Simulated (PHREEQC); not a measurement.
A solution holds 0.21 mol KH2PO4, 0.0012 mol NaOH and 0.05 mol ZnSO4 per kg of water, at 25 °C. Closed to the air; pH follows from the charge balance.

Equilibrium calculation in PHREEQC: ion-association model, wateq4f.dat.

This is a speciation only: nothing precipitates in the calculation.

Question: Order these S species by the share of S that they hold, largest first: ZnSO4, SO4-2, KSO4-, Zn(SO4)2-2.

Answer: SO4-2 (49 %), ZnSO4 (25 %), KSO4- (16 %), Zn(SO4)2-2 (9.2 %)

The pH is 4.63 and the ionic strength 0.337 mol/kgw. Examples of supersaturated solids here: Zn3(PO4)2:4w. Others may be too. Species that the database lacks are ignored. H3PO4, which wateq4f.dat lacks, is added to it with the constant of phreeqc.dat. The database has no phosphate complexes of Zn.
